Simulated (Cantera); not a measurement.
An adiabatic, constant-pressure homogeneous reactor starts with 35.3 % CO, 2.47 % H2, 1.94 % CH4, 12.6 % O2, 47.7 % N2, at 1225 K and 0.237 atm.

Computed with Cantera and GRI-Mech 3.0 (53 species, 325 reactions).

One state of this run: T (K) = 2606; x CO = 0.233; x H2 = 0.0106; x CH4 = <1e-12; x C2H6 = <1e-12; x C2H = <1e-12. x: mole fraction; the columns are a selection and need not sum to one.

Q: Which value of t (s) does it belong to?
A) 0.200
B) 2.46e-5
C) 0.000721
D) 0.000234

A: A, 0.200
